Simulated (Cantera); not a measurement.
Thermodynamics of abatement and gas-phase synthesis, feed NF3 + H2O + N2

Charge: 1 mol NF3, 0.13 mol H2O, 28 mol N2, held at 1723.15 K and 4.10 mbar.

These are equilibrium values from Cantera (NASA tables, ideal gas, pure condensed phases), not measurements of a reactor. Candidate condensed phases: H2O; 40 gas species. Kinetics and transport are ignored.

```yaml
x(N2): 0.903
x(F): 0.0868
x(HF): 0.00824
x(O2): 0.00188
x(NO): 0.000320
x(O): 3.86e-5
gas_amount: 31.57 mol
```
